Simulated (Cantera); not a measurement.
Feed: 1 mol TiCl₄, 0.052 mol C₃H₈, at 0.100 bar.

Equilibrium computed with Cantera from the NASA thermochemical tables; the gas is ideal and each condensed phase is pure. Candidate condensed phases: C, C₆H₆, C₇H₈, C₈H₁₈, Ti, TiC, TiCl₂, TiCl₃, TiCl₄; 96 gas species. The tables' values for TiCl₂ are old estimates; treat these amounts as uncertain. The numbers say what is thermodynamically allowed, not how fast it happens. All values below are at 1800 K.

Base state: TiCl₄ 0.408, TiCl₃ 0.293, HCl 0.289, Cl 0.00645, H₂ 0.00151, TiCl₂ 0.00116, H 4.40e-5, Cl₂ 4.16e-5 (mole fractions); condensed: C(graphite).

Q: What changes in the equilibrium state with this change: C₃H₈ from 0.052 to 0.1 mol?

A: 
```csv
species,before,after
HCl,0.289,0.399
TiCl₃,0.293,0.392
TiCl₄,0.408,0.174
H₂,0.00151,0.0283
Cl₂,4.16e-5,4.23e-6
H,4.40e-5,0.000191
TiCl₂,0.00116,0.00484
Cl,0.00645,0.00206
"C(graphite), mol",0.156,0.300
```

Q: What changes in the equilibrium state with this change: C₃H₈ from 0.052 to 1.1 mol?

A: 
| species | before | after |
|---|---|---|
| HCl | 0.289 | 0.544 |
| H₂ | 0.00151 | 0.425 |
| TiCl₃ | 0.293 | 0.0242 |
| TiCl₄ | 0.408 | 0.00377 |
| CH₄ | <1e-9 | 1.39e-5 |
| C₂H₂ (acetylene) | 2.65e-7 | 7.46e-5 |
| Cl₂ | 4.16e-5 | 5.25e-7 |
| H | 4.40e-5 | 0.000738 |
| C(graphite), mol | 0.156 | 2.48 |
| TiC(s), mol | 0 | 0.818 |
TiC: taken at fixed stoichiometry.
